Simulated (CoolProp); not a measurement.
Vapour-liquid equilibrium of n-hexane (1) + p-xylene (2) at 363.1 K; x and y are mole fractions of (1).

The numbers come from the multi-fluid Helmholtz-energy mixture model, Thol 2019 and Zhou 2012; pair parameters Bell 2016 in CoolProp.

| x | bubble pressure (MPa) | y at the bubble point | dew pressure at overall composition x (MPa) | liquid density (mol/L) |
|---|---|---|---|---|
| 0.05 | 0.03331 | 0.349 | 0.02371 | 7.500 |
| 0.2 | 0.06253 | 0.699 | 0.02772 | 7.416 |
| 0.35 | 0.08840 | [?] | 0.03334 | [?] |
| 0.5 | 0.1120 | 0.884 | 0.04176 | 7.232 |
| 0.65 | 0.1345 | 0.928 | 0.05574 | 7.130 |
| 0.8 | [?] | 0.961 | 0.08289 | 7.022 |
| 0.95 | 0.1805 | 0.991 | 0.1489 | 6.906 |

Q: What belongs in the gaps?

A: 
- 0.35, y at the bubble point: 0.820
- 0.35, liquid density (mol/L): 7.327
- 0.8, bubble pressure (MPa): 0.1570

No azeotrope shows between x = 0.05 and 0.95.

The pair parameters rest on a limited set of measurements; away from them the model extrapolates.
